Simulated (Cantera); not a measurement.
A closed system holds: 1 mol SiH₄, 0.37 mol O₃, 14 mol H₂, at 263 Torr.

These are equilibrium values from Cantera (NASA tables, ideal gas, pure condensed phases), not measurements of a reactor. Candidate condensed phases: H₂O, Si, SiO₂; 18 gas species. Each liquid is taken as pure. Mutual solubility and eutectic melting of coexisting phases are not modelled. The tables hold silica as quartz up to 1696 K and as liquid above; real silica turns to tridymite and cristobalite and melts near 1996 K. Gases not in the tables: Si₂H₆ and higher silanes. Kinetics and transport are ignored.

x: gas mole fraction; n: condensed amount in mol.

```tsv
T (K)	x H₂	x SiO	x H	x H₂O	x SiH₂	x Si	x SiH	n Si(s)	n SiO₂(β-quartz)	n Si(l)	n SiO₂(condensed)
1248	1.000	5.78e-6	7.89e-7	1.27e-7	3.02e-8	2.22e-11	…	0.445	0.555	0	0
1298	1.000	2.07e-5	1.81e-6	2.69e-7	7.39e-8	1.16e-10	…	0.445	0.555	0	0
1348	1.000	6.74e-5	3.91e-6	5.37e-7	1.69e-7	5.37e-10	…	0.444	0.554	0	0
1398	1.000	0.000201	8.00e-6	1.02e-6	3.66e-7	2.23e-9	…	0.443	0.553	0	0
1448	0.999	0.000554	1.56e-5	1.86e-6	7.48e-7	8.35e-9	…	0.441	0.551	0	0
1498	0.999	0.00143	2.90e-5	3.23e-6	1.46e-6	2.87e-8	…	0.434	0.544	0	0
1548	0.996	0.00345	5.20e-5	5.42e-6	2.72e-6	9.08e-8	…	0.417	0.527	0	0
1598	0.992	0.00788	8.96e-5	8.78e-6	4.85e-6	2.67e-7	…	0.381	0.491	0	0
1648	0.983	0.0171	0.000149	1.37e-5	8.33e-6	7.36e-7	…	0.306	0.416	0	0
1698	0.965	0.0350	0.000240	2.08e-5	1.35e-5	1.88e-6	…	0	0	0.155	0.265
1748	0.947	0.0527	0.000376	3.96e-5	1.26e-5	2.70e-6	…	0	0	0	0.110
1798	0.947	0.0528	0.000579	0.000108	5.62e-6	1.77e-6	…	0	0	0	0.108
1848	0.946	0.0529	0.000872	0.000279	2.63e-6	1.20e-6	…	0	0	0	0.105
1898	0.945	0.0533	0.00128	0.000677	1.29e-6	8.34e-7	…	0	0	0	0.0986
```

Problem. What belongs in the gaps?

Solution. 
- 1248, x SiH: 1.46e-10
- 1298, x SiH: 5.76e-10
- 1348, x SiH: 2.05e-9
- 1398, x SiH: 6.64e-9
- 1448, x SiH: 1.98e-8
- 1498, x SiH: 5.48e-8
- 1548, x SiH: 1.42e-7
- 1598, x SiH: 3.46e-7
- 1648, x SiH: 7.94e-7
- 1698, x SiH: 1.70e-6
- 1748, x SiH: 2.07e-6
- 1798, x SiH: 1.17e-6
- 1848, x SiH: 6.87e-7
- 1898, x SiH: 4.19e-7
